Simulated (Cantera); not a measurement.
What does this Cantera script print?

```python
import numpy as np
import cantera as ct

gas_names = """
    AL ALH ALN ALO ALOH ALO2 ALO2H AL2 AL2O AL2O2 H HALO HNO HNO2 HNO3 HO2 H2 H2O H2O2 N NH NH2 NH3
    NH2OH NO NO2 NO3 N2 N2H2 N2H4 N2O O OH O2 O3
""".split()
cond_names = """
    AL(cr) AL(L) ALN(s) AL2O3(a) AL2O3(L) H2O(s) H2O(L)
""".split()


# ... load() reads the species with a 1 bar reference pressure and builds the phases ...
atoms = {
    'Al': {'AL': 1},
    'N2O': {'N': 2, 'O': 1},
    'N2': {'N': 2},
    'NH3': {'N': 1, 'H': 3},
}
top_T = {'ALN(s)': 2750}  # K; cautious upper limits of use, not melting points


# ... equilibrate(T, P, feed) seeds the gas with the atoms and calls Mixture.equilibrate('TP', solver="vcs", rtol=1e-11, max_steps=5000) ...
results = []
feed = {'Al': 1, 'N2O': 46, 'N2': 14, 'NH3': 24}  # mol
P = 1000  # Pa
for T in [600, 800, 1000, 1200, 1400, 1600, 1800, 2000, 2200]:
    mix = equilibrate(T, P, feed)
    results.append((T, P, feed, dict(zip(mix.species_names, mix.species_moles))))

top = {s: max(r[3][s] / sum(r[3][g] for g in gas_names) for r in results) for s in gas_names}
cols = sorted((s for s in top if top[s] > 0.001), key=lambda s: -top[s])[:6]
seen = [c for c in cond_names if any(r[3].get(c, 0) > 1e-12 for r in results)]
print("log10 of partial pressures in bar; condensed amounts in mol")
print(f"{'T/K':>10s}" + "".join(f"{s[:9]:>10s}" for s in cols + seen))
for T, P, feed, n in results:
    ng = sum(n[g] for g in gas_names)
    print(f"{T:10.4g}" + "".join(f"{np.log10(max(n[s] / ng * P / 1e5, 1e-99)):10.3f}" for s in cols)
          + "".join(f"{n.get(c, 0):10.4g}" for c in seen))
```

Result:

```
log10 of partial pressures in bar; condensed amounts in mol
       T/K        N2       H2O        O2        OH        H2         H  AL2O3(a)
       600    -2.193    -2.494    -3.422   -14.016   -19.413   -26.041       0.5
       800    -2.193    -2.494    -3.422   -10.492   -14.069   -18.572       0.5
      1000    -2.193    -2.494    -3.422    -8.372   -10.841   -14.065       0.5
      1200    -2.193    -2.494    -3.422    -6.957    -8.679   -11.044       0.5
      1400    -2.193    -2.494    -3.424    -5.945    -7.127    -8.877       0.5
      1600    -2.193    -2.495    -3.428    -5.187    -5.959    -7.244       0.5
      1800    -2.194    -2.497    -3.435    -4.599    -5.049    -5.970       0.5
      2000    -2.196    -2.509    -3.439    -4.134    -4.329    -4.953    0.4999
      2200    -2.204    -2.545    -3.421    -3.761    -3.777    -4.138    0.4988
```

Equilibrium computed with Cantera from the NASA thermochemical tables; the gas is ideal and each condensed phase is pure.
